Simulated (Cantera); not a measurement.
A perfectly stirred reactor is fed with 11.9 % H2, 6.29 % O2, 81.8 % N2, at 100000 Pa; it is held at 1050 K, and followed from long to short residence time.

Computed with Cantera and the H2/O2 subset of GRI-Mech 3.0, which has no nitrogen chemistry. The temperature is held fixed by assumption; the heat of reaction is taken as removed at once.

One state of this run: x H2 = 0.00678; x O2 = 0.00676; x O = 5.44e-5; x HO2 = 8.53e-6; x H2O = 0.120. x: mole fraction; the columns are a selection and need not sum to one.

Problem. Which value of τ (s) does it belong to?
(A) 0.18
(B) 0.00050
(C) 1.8
(D) 0.017

Solution. D, 0.017
